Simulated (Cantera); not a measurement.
Feed: 1 mol SiO2, 21 mol H2, at 0.370 bar.

Equilibrium computed with Cantera from the NASA thermochemical tables; the gas is ideal and each condensed phase is pure. Candidate condensed phases: H2O, Si, SiO2; 18 gas species. The tables hold silica as quartz up to 1696 K and as liquid above; real silica turns to tridymite and cristobalite and melts near 1996 K. Kinetics and transport are ignored. All values below are at 1198 K.

Base state: H2 1.000 (mole fractions); condensed: SiO2(β-quartz).

Question: What changes in the equilibrium state with this change: SiO2 replaced by Al2O3?

Answer: 
```tsv
species	before	after
H2	1.000	1.00
SiO2(β-quartz), mol	1.000	0
Al2O3(s), mol	0	1.00
```
Further candidate phases: Al, Al2O3.
